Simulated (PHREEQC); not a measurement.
A solution holds 0.0055 mol FeCl3 and 0.004 mol Cd(NO3)2 per kg of water, at 25 °C. It is in equilibrium with CO2 at log p = -3.4 (atm). Otherwise closed; pH follows from the charge balance.

Computed with PHREEQC (ion-association model, wateq4f.dat).

This is a speciation only: nothing precipitates in the calculation.

Question: What pH, ionic strength does the model give?

Answer: pH 2.52; ionic strength 0.0360 mol/kgw.

Question: In which forms is Cl present?

Answer: Cl- 87 %, CdCl+ 9.6 %, FeCl+2 2.2 %, CdCl2 0.8 % of the Cl.

Saturation is exceeded, for instance for Hematite (slow to form), Goethite (slow to form); the values hold only as long as no solid forms. Species that the database lacks are ignored.
